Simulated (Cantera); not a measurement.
**Silicon carbide growth: CH₃SiCl₃ + HCl + H₂**

Input: 1 mol CH₃SiCl₃, 0.023 mol HCl, 1.3 mol H₂, at 1300 K and 51.0 mbar.

These are equilibrium values from Cantera (NASA tables, ideal gas, pure condensed phases), not measurements of a reactor. Candidate condensed phases: C, C₆H₆, C₇H₈, C₈H₁₈, Si, SiC; 109 gas species. The feed counts by its element totals alone. The tables' values for SiCl₃ are old estimates; treat these amounts as uncertain. The numbers say what is thermodynamically allowed, not how fast it happens.

```yaml
x(H₂): 0.462
x(HCl): 0.462
x(SiCl₄): 0.0627
x(SiCl₃): 0.00620
x(SiCl₂): 0.00364
x(SiHCl₃): 0.00286
x(CH₄): 8.58e-5
x(SiH₂Cl₂): 1.84e-5
x(H): 3.33e-6
n(C(graphite)): 0.305 mol
n(SiC(s)): 0.695 mol
gas_amount: 4.045 mol
log10 activity of Si(s) (absent): -2.53
```
